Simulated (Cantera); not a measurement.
A closed system holds: 1 mol BF3, 0.21 mol O2, a varied amount of N2, 170 mol H2, at 777 °C and 61.0 mbar.

Equilibrium computed with Cantera from the NASA thermochemical tables; the gas is ideal and each condensed phase is pure. Candidate condensed phases: B, BN, B2O3, B3O3H3, H2O; 62 gas species. N2 is the only nitrogen source here; it is nearly inert below about 1500 K, so the nitride shown seldom forms there in practice. Mutual solubility and eutectic melting of coexisting phases are not modelled. Equilibrium is a limit: real reactors are often held back by kinetics, nucleation or transport.

x: gas mole fraction; n: condensed amount in mol.

```csv
n(N2) (mol),x H2,x N2,x BF3,x HF,x H2O,x B3O3F3,x BOF,n B2O3(l),n BN(s)
0.29,0.989,0.00169,0.00416,0.00345,0.000726,0.000469,0.000147,0.00874,0
0.42,0.989,0.00245,0.00415,0.00345,0.000725,0.000469,0.000147,0.00874,0
0.6,0.988,0.00349,0.00415,0.00345,0.000724,0.000468,0.000147,0.00875,0
0.86,0.986,0.00500,0.00414,0.00344,0.000723,0.000468,0.000147,0.00875,0
1.2,0.984,0.00696,0.00413,0.00344,0.000721,0.000467,0.000147,0.00876,0
1.8,0.981,0.0104,0.00407,0.00360,(withheld),0.000459,0.000146,0.00505,0.0195
2.5,0.976,0.0143,0.00400,0.00377,(withheld),0.000451,0.000145,0.000853,0.0406
3.6,0.970,0.0204,0.00393,0.00396,(withheld),0.000422,0.000142,0,0.0645
5.1,0.962,0.0287,0.00385,0.00415,0.00106,0.000388,0.000138,0,0.0884
```

Q: Some entries are withheld; supply them.

A: 
- 1.8, x H2O: 0.000800
- 2.5, x H2O: 0.000887
- 3.6, x H2O: 0.000977
